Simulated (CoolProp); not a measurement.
A single-stage vapour-compression cycle with R227EA: evaporating at 240.15 K (dew point), condensing at 307.15 K (bubble point), superheat 2 K, subcooling 5 K, compressor efficiency 0.85, no pressure losses. Each further row changes one setting.

Model: reference Helmholtz-energy equation of state, Lemmon 2016, in CoolProp.

| case | cooling COP | pressure ratio | discharge temperature (K) | refrigerating effect (kJ/kg) | volumetric capacity (kJ/m³) |
|---|---|---|---|---|---|
| as stated | 2.00 | 12.8 | 307.2 | 71.0 | 286 |
| evaporating temperature 245.15 K | 2.31 | 9.98 | 307.2 | 74.3 | 378 |
| condensing temperature 302.15 K | 2.30 | 11.0 | 302.2 | 76.9 | 310 |
| subcooling 10 K | 2.17 | 12.8 | 307.2 | 76.9 | 310 |
| superheat 12 K | 2.09 | 12.8 | 310.9 | 78.3 | 302 |
| compressor efficiency 0.75 | 1.77 | 12.8 | 307.2 | 71.0 | 286 |

The compression ends wet for: as stated; evaporating temperature 245.15 K; condensing temperature 302.15 K; subcooling 10 K; compressor efficiency 0.75.
